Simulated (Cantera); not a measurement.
**Moist CO burnout**

An isothermal, constant-pressure homogeneous reactor starts with CO : O2 : H2O : N2 = 0.012 : 0.073 : 0.059 : 4.9 (molar parts), equivalence ratio 0.082, at 1225 K and 15000 Pa.

Computed with Cantera and GRI-Mech 3.0 (53 species, 325 reactions).

| t (s) | x CO | x O2 | x H2O | x H2O2 | x OH | x O |
|---|---|---|---|---|---|---|
| 5.00e-5 | 0.00238 | 0.0145 | 0.0117 | <1e-12 | 1.25e-12 | 1.86e-11 |
| 0.000264 | 0.00238 | 0.0145 | 0.0117 | <1e-12 | 1.28e-11 | 9.52e-11 |
| 0.00139 | 0.00238 | 0.0145 | 0.0117 | <1e-12 | 2.19e-10 | 4.77e-10 |
| 0.00734 | 0.00238 | 0.0145 | 0.0117 | <1e-12 | 1.34e-8 | 1.29e-8 |
| 0.0387 | 0.00109 | 0.0138 | 0.0114 | 5.77e-8 | 0.000166 | 0.000300 |
| 0.204 | 8.17e-6 | 0.0133 | 0.0117 | 9.06e-9 | 3.43e-5 | 1.12e-5 |
| 1.08 | 1.86e-7 | 0.0133 | 0.0117 | 6.08e-10 | 7.57e-6 | 5.39e-7 |
| 5.69 | 1.06e-8 | 0.0133 | 0.0117 | 7.88e-11 | 2.64e-6 | 6.55e-8 |
| 30.0 | 2.22e-9 | 0.0133 | 0.0117 | 2.02e-11 | 1.32e-6 | 1.64e-8 |
x: mole fraction; the columns are a selection and need not sum to one.

Equilibrium at this temperature and pressure: CO 1.67e-9, O2 0.0133, H2O 0.0117, H2O2 1.56e-11, OH 1.15e-6, O 1.26e-8 (gas phase only).
